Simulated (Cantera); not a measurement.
Gas mixture: N2O = 0.92 (molar parts), at 56.0 Pa, frozen composition.

Cantera's kinetic-theory transport with the Lennard-Jones parameters of GRI-Mech 3.0, ideal gas; thermal conductivity in the multicomponent form. The composition is frozen, though it would react at the higher temperatures.

One state of this run: ρ (kg/m³) = 0.000212; cp (J/kg/K) = 1327; μ (µPa s) = 50.5; λ (mW/m/K) = 91.0; Pr = 0.736; D (cm²/s) H2 = 16000; D (cm²/s) H2O = 5330; D (cm²/s) OH = 6290. D: mixture-averaged diffusion coefficient of that species in the mixture.

Question: Which value of T (K) does it belong to?
A) 1650
B) 1150
C) 1400
D) 400

Answer: C, 1400
